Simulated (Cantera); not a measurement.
## Equilibrium for aluminium nitride and oxide growth: AlCl3 + NH3 + H2

Charge: 1 mol AlCl3, 16 mol NH3, a varied amount of H2, held at 950 K and 57.0 mbar.

Method: chemical equilibrium by Gibbs-energy minimisation in Cantera with the NASA 1993 tables (ideal gas, pure condensed phases). Candidate condensed phases: Al, AlCl3, AlN, NH4Cl; 20 gas species. The numbers say what is thermodynamically allowed, not how fast it happens.

From 3.9 mol H2 to 220 mol H2 the condensed part is AlN(s). The main Al-bearing gas is AlCl3 throughout. The share of Al in condensed phases is highest at 220 mol H2 (97.7 %) and lowest at 3.9 mol H2 (73.3 %).

```csv
n(H2) (mol),x H2,x N2,x HCl,x AlCl3,x NH3,x Al2Cl6,n AlN(s)
3.9,0.726,0.207,0.0596,0.00723,1.32e-5,6.17e-7,0.733
5.9,0.740,0.196,0.0576,0.00652,1.32e-5,5.00e-7,0.746
8.8,0.757,0.182,0.0548,0.00564,1.32e-5,3.75e-7,0.764
13,0.779,0.165,0.0513,0.00464,1.31e-5,2.54e-7,0.786
20,0.807,0.143,0.0462,0.00346,1.29e-5,1.41e-7,0.816
30,0.837,0.120,0.0404,0.00240,1.25e-5,6.76e-8,0.849
44,0.866,0.0982,0.0343,0.00154,1.19e-5,2.80e-8,0.881
66,0.895,0.0762,0.0277,0.000873,1.10e-5,8.98e-9,0.914
99,0.921,0.0570,0.0214,0.000446,9.92e-6,2.34e-9,0.941
150,0.943,0.0411,0.0158,0.000204,8.72e-6,4.89e-10,0.963
220,0.959,0.0297,0.0116,9.24e-5,7.60e-6,1.01e-10,0.977
```
x: gas mole fraction; n: condensed amount in mol.
